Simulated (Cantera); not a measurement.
Charge: 1 mol Si, 2.5 mol HCl, 0.85 mol H2, 1.3 mol Cl2, held at 752 °C and 825 Torr.

These are equilibrium values from Cantera (NASA tables, ideal gas, pure condensed phases), not measurements of a reactor. The tables' values for SiCl3 are old estimates; treat these amounts as uncertain. Rates play no part.

```
species    before     after
-------  --------  --------
H2          0.421     0.501
SiCl4       0.271     0.284
HCl         0.305     0.209
SiH2Cl2   4.24e-6   1.34e-5
SiHCl3    0.00322   0.00585
SiCl3    0.000112  0.000188
```
Gas species are given as mole fractions.

Task: What was changed between the two runs?
(A) temperature from 752 °C to 1127 °C
(B) Cl2 from 1.3 to 1.1 mol
(C) HCl from 2.5 to 1.5 mol
(D) temperature from 752 °C to 302 °C

Result: B, Cl2 from 1.3 to 1.1 mol
